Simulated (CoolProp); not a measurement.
The fluid at 398.9 K and 0.00917 MPa is compressed adiabatically to 0.0423 MPa with isentropic efficiency 0.7. The same conditions are run with several fluids, on thermodynamics alone (safety and materials aside).

Computed with CoolProp (reference Helmholtz-energy equation of state of each fluid (decamethyltetrasiloxane (MD2M): Thol 2017; methanol: de Reuck 1993; R404A: Lemmon 2003)). Blends and air are pseudo-pure fits.

Q: Rank decamethyltetrasiloxane (MD2M), methanol, R404A by work (kJ/kg), highest first.

A: methanol (254), R404A (78.9), decamethyltetrasiloxane (MD2M) (21.2)

```csv
fluid,final temperature (K),final phase,final density (kg/m³)
decamethyltetrasiloxane (MD2M),434.8,"two-phase, vapour fraction 0.731",5.16
methanol,541.4,gas,0.301
R404A,471.7,gas,1.05
```
